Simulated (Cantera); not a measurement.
An adiabatic, constant-volume homogeneous reactor starts with CH4 : H2 : O2 : N2 = 1 : 0.75 : 2.38 : 8.93 (molar parts), equivalence ratio 1.00, at 1275 K and 750 Torr. Integrator tolerance rtol = 1e-08.

Detailed kinetics in Cantera: GRI-Mech 3.0 (53 species, 325 reactions).

Task: What does this change do: initial temperature 1275 to 1475 K?

Result: 
```json
[
 {"quantity": "time of steepest temperature rise", "before": "0.671 ms", "after": "0.179 ms"},
 {"quantity": "temperature at 4.00 s", "before": "2860 K", "after": "2910 K"},
 {"quantity": "equilibrium temperature", "before": "2860 K", "after": "2910 K"},
 {"quantity": "x(CH4) at 4.00 s", "before": "<1e-12 (gas-phase equilibrium <1e-12)", "after": "<1e-12 (gas-phase equilibrium <1e-12)"},
 {"quantity": "x(H2) at 4.00 s", "before": "0.0226 (gas-phase equilibrium 0.0226)", "after": "0.0260 (gas-phase equilibrium 0.0260)"},
 {"quantity": "x(O2) at 4.00 s", "before": "0.0184 (gas-phase equilibrium 0.0184)", "after": "0.0203 (gas-phase equilibrium 0.0203)"},
 {"quantity": "x(H2O) at 4.00 s", "before": "0.168 (gas-phase equilibrium 0.168)", "after": "0.160 (gas-phase equilibrium 0.160)"},
 {"quantity": "x(CH3) at 4.00 s", "before": "<1e-12 (gas-phase equilibrium <1e-12)", "after": "<1e-12 (gas-phase equilibrium <1e-12)"}
]
```

Task: What does this change do: constant pressure in place of constant volume?

Result: 
| quantity | before | after |
|---|---|---|
| time of steepest temperature rise | 0.671 ms | 0.747 ms |
| temperature at 4.00 s | 2860 K | 2672 K |
| equilibrium temperature | 2860 K | 2672 K |
| x(CH4) at 4.00 s | <1e-12 (gas-phase equilibrium <1e-12) | <1e-12 (gas-phase equilibrium <1e-12) |
| x(H2) at 4.00 s | 0.0226 (gas-phase equilibrium 0.0226) | 0.0183 (gas-phase equilibrium 0.0183) |
| x(O2) at 4.00 s | 0.0184 (gas-phase equilibrium 0.0184) | 0.0164 (gas-phase equilibrium 0.0164) |
| x(H2O) at 4.00 s | 0.168 (gas-phase equilibrium 0.168) | 0.179 (gas-phase equilibrium 0.179) |
| x(CH3) at 4.00 s | <1e-12 (gas-phase equilibrium <1e-12) | <1e-12 (gas-phase equilibrium <1e-12) |
